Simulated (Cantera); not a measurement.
Input (Python, Cantera) and output of one run.

```python
import numpy as np
import cantera as ct

gas_names = """
    ALCL CL ALCL3 AL AL2CL6 CL2
""".split()
cond_names = """
    ALCL3(s) ALCL3(L)
""".split()


# ... load() reads the species with a 1 bar reference pressure and builds the phases ...
species = {s.name: s for s in load("nasa_gas.yaml", gas_names) + load("nasa_condensed.yaml", cond_names)}
# Each term lists the table entries of one substance; the one whose range holds T is used.
reactions = {
    'AlCl(g) + 2 Cl(g) = AlCl3(g)':
        [(-1, ['ALCL']), (-2, ['CL']), (1, ['ALCL3'])],
    '6 AlCl(g) = 4 Al(g) + Al2Cl6(g)':
        [(-6, ['ALCL']), (4, ['AL']), (1, ['AL2CL6'])],
    'AlCl3 = AlCl(g) + Cl2(g)':
        [(-1, ['ALCL3(s)', 'ALCL3(L)']), (1, ['ALCL']), (1, ['CL2'])],
}


def pick(names, T):
    return next(species[n] for n in names if species[n].thermo.min_temp <= T <= species[n].thermo.max_temp)


results = []
for label, terms in reactions.items():
    print(label)
    print("     T/K   dH/kJ  dS/(J/K)   dG/kJ   log10 K")
    for T in [375, 400, 425, 450, 475, 500, 525, 550]:
        used = [(nu, pick(names, T)) for nu, names in terms]
        dH = sum(nu * s.thermo.h(T) for nu, s in used) / 1e6
        dS = sum(nu * s.thermo.s(T) for nu, s in used) / 1e3
        dG = dH - T * dS / 1e3
        logK = -dG * 1e6 / (ct.gas_constant * T * np.log(10))
        results.append((label, T, dH, dS, dG, logK, [s.name for _, s in used]))
        print(f"{T:8g} {dH:8.1f} {dS:8.1f} {dG:8.1f} {logK:8.2f}")
```

Output:

```
AlCl(g) + 2 Cl(g) = AlCl3(g)
     T/K   dH/kJ  dS/(J/K)   dG/kJ   log10 K
     375   -776.2   -245.1   -684.2    95.31
     400   -776.3   -245.5   -678.1    88.55
     425   -776.4   -245.7   -672.0    82.59
     450   -776.5   -246.0   -665.8    77.28
     475   -776.6   -246.2   -659.7    72.54
     500   -776.7   -246.4   -653.5    68.27
     525   -776.8   -246.5   -647.3    64.41
     550   -776.9   -246.7   -641.2    60.89
6 AlCl(g) = 4 Al(g) + Al2Cl6(g)
     T/K   dH/kJ  dS/(J/K)   dG/kJ   log10 K
     375    334.7   -226.0    419.4   -58.42
     400    335.6   -223.6    425.0   -55.50
     425    336.5   -221.3    430.6   -52.92
     450    337.5   -219.2    436.1   -50.62
     475    338.4   -217.1    441.6   -48.56
     500    339.4   -215.2    447.0   -46.69
     525    340.3   -213.3    452.3   -45.00
     550    341.3   -211.5    457.6   -43.46
AlCl3 = AlCl(g) + Cl2(g)
     T/K   dH/kJ  dS/(J/K)   dG/kJ   log10 K
     375    652.3    336.1    526.2   -73.30
     400    651.6    334.3    517.9   -67.62
     425    650.8    332.5    509.5   -62.62
     450    650.0    330.7    501.2   -58.18
     475    613.7    252.5    493.7   -54.29
     500    612.3    249.8    487.4   -50.92
     525    611.0    247.2    481.2   -47.88
     550    609.7    244.8    475.1   -45.12
```

Cantera with NASA thermochemical tables; ideal gases at 1 bar, condensed phases pure. Condensed species are held in their standard states even where they would react or evaporate.
